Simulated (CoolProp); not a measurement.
Toluene at 367.41 K and 0.0268 MPa flows at 1.7 m/s in a round tube of 6 mm bore and 15 µm roughness, fully developed (64/Re and Nu = 3.66 if laminar; Colebrook and Gnielinski if turbulent). Each further row changes one setting.

Computed with CoolProp (reference Helmholtz-energy equation of state, Lemmon 2006). It is a short technical equation, of lower accuracy than the large ones.

```csv
case,Reynolds number,Darcy friction factor,pressure drop (Pa/m),heat-transfer coefficient (W/(m² K)),mass flow (kg/h)
as stated,983,0.0651,12.8,9.99,0.142
velocity 3.4 m/s,1970,0.0325,25.7,9.99,0.283
diameter 12 mm,1970,0.0325,3.21,4.99,0.566
```

Viscosity comes from a separate model (Avgeri 2015). Thermal conductivity comes from a separate model (Assael 2012).
